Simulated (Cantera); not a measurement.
Input: 1 mol Fe₂O₃, 8 mol CO, 8.6 mol N₂, at 1502 °C and 180000 Pa.

These are equilibrium values from Cantera (NASA tables, ideal gas, pure condensed phases), not measurements of a reactor. Candidate condensed phases: C, Fe, Fe(CO)₅, FeO, Fe₂O₃, Fe₃O₄; 27 gas species. The tables' stoichiometric FeO is somewhat more stable than real wüstite, so its field is too wide. FeO: taken at fixed stoichiometry. Kinetics and transport are ignored.

Base state: N₂ 0.518, CO 0.422, CO₂ 0.0602 (mole fractions); condensed: FeO(l).

Question: What changes in the equilibrium state with this change: temperature from 1502 °C to 2100 °C?

Answer: 
```json
[
 {"species": "N₂", "before": "0.518", "after": "0.516"},
 {"species": "CO", "before": "0.422", "after": "0.417"},
 {"species": "CO₂", "before": "0.0602", "after": "0.0636"},
 {"species": "Fe", "before": "9.77e-6", "after": "0.00365"},
 {"species": "O", "before": "1.20e-9", "after": "1.15e-5"},
 {"species": "FeO", "before": "5.62e-8", "after": "0.000137"},
 {"species": "NO", "before": "1.14e-7", "after": "6.62e-5"},
 {"species": "FeO(l), mol", "before": "2.00", "after": "1.94"}
]
```
